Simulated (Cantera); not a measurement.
Mixture: CH4 : H2 : O2 : N2 = 1 : 0.17 : 2.67 : 10.1 (molar parts), equivalence ratio 0.78, at 3.20 bar, adiabatic and at constant volume. Ignition delay is the time to a rise of 400 K.

Computed with Cantera and GRI-Mech 3.0 (53 species, 325 reactions). Below about 1000 K GRI-Mech 3.0 lacks low-temperature oxidation paths. Below about 950 K walls govern HO2 and H2O2 in real vessels.

Problem. What does this change do: CH4 1 to 0.51 parts?

Solution. 
| quantity | before | after |
|---|---|---|
| delay at 898 K | 0.382 s | 0.499 s |
| delay at 998 K | 28.9 ms | 24.5 ms |
| delay at 1098 K | 7.36 ms | 3.26 ms |
| delay at 1198 K | 2.85 ms | 1.08 ms |
| delay at 1298 K | 1.14 ms | 0.456 ms |
| delay at 1398 K | 0.465 ms | 0.211 ms |
| delay at 1498 K | 0.202 ms | 0.106 ms |
| apparent activation energy between 1298 and 1498 K | 140 kJ/mol | 120 kJ/mol |

Problem. What does this change do: H2 0.17 to 0.085 parts?

Solution. 
| quantity | before | after |
|---|---|---|
| delay at 898 K | 0.382 s | 0.438 s |
| delay at 998 K | 28.9 ms | 50.4 ms |
| delay at 1098 K | 7.36 ms | 15.2 ms |
| delay at 1198 K | 2.85 ms | 5.41 ms |
| delay at 1298 K | 1.14 ms | 1.92 ms |
| delay at 1398 K | 0.465 ms | 0.707 ms |
| delay at 1498 K | 0.202 ms | 0.281 ms |
| apparent activation energy between 1298 and 1498 K | 140 kJ/mol | 160 kJ/mol |
